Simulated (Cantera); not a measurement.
A perfectly stirred reactor is fed with CH4 : CO2 : H2 = 1 : 0.52 : 0.2 (molar parts), at 17.0 bar; it is held at 1773 K, and followed from long to short residence time.

Detailed kinetics in Cantera: GRI-Mech 3.0 (53 species, 325 reactions). GRI-Mech 3.0 stops at C3 and has no aromatics, soot or wall deposition, so with more carbon than oxygen in the feed, carbon stays in small species such as C2H2 where larger ones or solid carbon would form. The pressure lies above the range GRI-Mech 3.0 was tuned for (to about 10 atm).

Q: What does this change do: temperature 1773 to 1725 K?

A: 
| quantity | before | after |
|---|---|---|
| x(CH4) at τ = 0.430 s | 0.0928 | 0.119 |
| x(CO2) at τ = 0.430 s | 0.00757 | 0.0130 |
| x(H2) at τ = 0.430 s | 0.483 | 0.440 |
| x(H2O) at τ = 0.430 s | 0.0390 | 0.0596 |
| x(CH2CO) at τ = 0.430 s | 1.17e-5 | 1.36e-5 |
| x(CH4) at τ = 37.0 ms | 0.111 | 0.142 |
| x(CO2) at τ = 37.0 ms | 0.0275 | 0.0409 |
| x(H2) at τ = 37.0 ms | 0.400 | 0.355 |
| x(H2O) at τ = 37.0 ms | 0.113 | 0.131 |
| x(CH2CO) at τ = 37.0 ms | 3.17e-5 | 3.35e-5 |
